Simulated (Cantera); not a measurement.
Chlorosilane synthesis and conversion: SiCl4 + HCl + H2 + Cl2

Charge: 1 mol SiCl4, 1.3 mol HCl, 3.3 mol H2, 1.7 mol Cl2, at 683 Torr.

Equilibrium computed with Cantera from the NASA thermochemical tables; the gas is ideal and each condensed phase is pure. Candidate condensed phases: Si; 19 gas species. The tables' values for SiCl3 are old estimates; treat these amounts as uncertain. Rates play no part.

```tsv
T (K)	log p HCl	log p H2	log p SiCl4	log p SiCl3
600	-0.23	-0.70	-0.90	-11.08
700	-0.23	-0.70	-0.90	-8.87
800	-0.23	-0.70	-0.90	-7.23
900	-0.23	-0.70	-0.90	-5.95
1000	-0.23	-0.70	-0.91	-4.94
1100	-0.23	-0.70	-0.91	-4.11
1200	-0.23	-0.70	-0.91	-3.43
1300	-0.23	-0.71	-0.92	-2.86
1400	-0.23	-0.71	-0.93	-2.39
1500	-0.22	-0.73	-0.97	-2.01
```
log p: log10 of the partial pressure in bar; nothing condenses.

From 600 K to 1500 K nothing is condensed. The main Si-bearing gas is SiCl4 throughout.
